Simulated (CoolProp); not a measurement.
Vapour-liquid equilibrium of carbon dioxide (1) + R134a (2) at 276.6 K; x and y are mole fractions of (1).

The numbers come from the multi-fluid Helmholtz-energy mixture model, Span 1996 and Tillner-Roth 1994; pair parameters Bell 2016 in CoolProp.

```tsv
x	bubble pressure (MPa)	y at the bubble point	dew pressure at overall composition x (MPa)	liquid density (mol/L)
0.05	0.4536	0.283	0.3480	12.87
0.15	0.7314	0.579	0.3869	13.49
0.25	1.041	0.723	0.4351	14.14
0.35	1.368	0.805	0.4966	14.84
0.45	1.706	0.857	0.5778	15.59
0.55	2.048	0.894	0.6903	16.38
0.65	2.397	0.922	0.8570	17.23
0.75	2.759	0.945	1.130	18.14
0.85	3.147	0.967	1.650	19.09
0.95	3.577	0.989	2.838	20.09
```

No azeotrope shows between x = 0.05 and 0.95.

Pair parameters are fitted to limited data, so mixtures are less certain than the pure fluids.
